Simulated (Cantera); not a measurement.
A Cantera script and its output.

```python
import numpy as np
import cantera as ct

gas = ct.Solution("gri30.yaml")
gas.TPX = 2348, 18000, {'CH4': 0.013, 'H2': 1, 'N2': 0.0025}
inlet = ct.Reservoir(gas, clone=True)

reactor = ct.IdealGasConstPressureReactor(gas, energy="off", clone=False)
exhaust = ct.Reservoir(gas, clone=True)
tau = [11, 4.7, 2.1, 0.92, 0.4, 0.18, 0.079, 0.035, 0.015, 0.0069][0]
for a, b in ((inlet, reactor), (reactor, exhaust)):
    ct.MassFlowController(a, b, mdot=lambda t: reactor.mass / tau)
net = ct.ReactorNet([reactor])
show = ['CH4', 'H2', 'H', 'HCN', 'CH2']

rows = []
print(f"{'tau/s':>10s}{'T/K':>9s}" + "".join(f"{s:>11s}" for s in show))
for tau in [11, 4.7, 2.1, 0.92, 0.4, 0.18, 0.079, 0.035, 0.015, 0.0069]:
    net.initial_time = 0.0
    net.advance(30 * tau)
    before = gas.X
    net.advance(40 * tau)
    drift = np.max(np.abs(gas.X - before) / (gas.X + 1e-9))
    rows.append([gas.T, *gas[show].X, drift])
    print(f"{tau:10.3e}{gas.T:9.1f}" + "".join(f"{x:11.3e}" for x in gas[show].X))
```

It prints:

```
     tau/s      T/K        CH4         H2          H        HCN        CH2
 1.100e+01   2348.0  4.244e-05  9.626e-01  2.874e-02  1.856e-04  1.072e-06
 4.700e+00   2348.0  5.119e-05  9.626e-01  2.870e-02  9.941e-05  1.289e-06
 2.100e+00   2348.0  6.632e-05  9.627e-01  2.862e-02  5.807e-05  1.658e-06
 9.200e-01   2348.0  9.282e-05  9.628e-01  2.846e-02  3.519e-05  2.288e-06
 4.000e-01   2348.0  1.372e-04  9.631e-01  2.813e-02  2.181e-05  3.295e-06
 1.800e-01   2348.0  2.069e-04  9.636e-01  2.756e-02  1.382e-05  4.746e-06
 7.900e-02   2348.0  3.261e-04  9.645e-01  2.660e-02  8.462e-06  6.915e-06
 3.500e-02   2348.0  5.275e-04  9.658e-01  2.519e-02  5.023e-06  9.920e-06
 1.500e-02   2348.0  8.950e-04  9.674e-01  2.326e-02  2.759e-06  1.412e-05
 6.900e-03   2348.0  1.476e-03  9.691e-01  2.119e-02  1.489e-06  1.892e-05
```

Model: GRI-Mech 3.0 (53 species, 325 reactions), integrated in Cantera. GRI-Mech 3.0 stops at C3 and has no aromatics, soot or wall deposition, so with more carbon than oxygen in the feed, carbon stays in small species such as C2H2 where larger ones or solid carbon would form.
